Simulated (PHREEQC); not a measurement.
**Reverse-osmosis permeate**

Model water analysis in mg/kgw, 35 °C, pH 5.64, pe 8:

```json
[
 {"constituent": "Na", "mg/kgw": "1.5"},
 {"constituent": "K", "mg/kgw": "0.71"},
 {"constituent": "Ca", "mg/kgw": "0.424"},
 {"constituent": "Mg", "mg/kgw": "0.0629"},
 {"constituent": "Cl", "mg/kgw": "0.763"},
 {"constituent": "S(6) as SO4", "mg/kgw": "2.78"},
 {"constituent": "Alkalinity as HCO3", "mg/kgw": "1.82"},
 {"constituent": "Sr", "mg/kgw": "0.0163"},
 {"constituent": "Pb", "mg/kgw": "0.0338"},
 {"constituent": "O(0) (dissolved oxygen)", "mg/kgw": "0.00295"},
 {"constituent": "N(5) as NO3", "mg/kgw": "0.105"},
 {"constituent": "Si as SiO2", "mg/kgw": "0.0196"}
]
```

Valence states are taken as typed.

All values are PHREEQC results (ion-association model, phreeqc.dat), not measurements.

No solid was allowed to form.

Task: Estimate the charge-balance error.

Result: charge-balance error -0.2 %.

Task: In which forms is Pb present?

Result: Pb+2 94 %, PbHCO3+ 2.3 %, PbSO4 1.4 %, PbCO3 1.2 %, PbOH+ 0.8 % of the Pb.
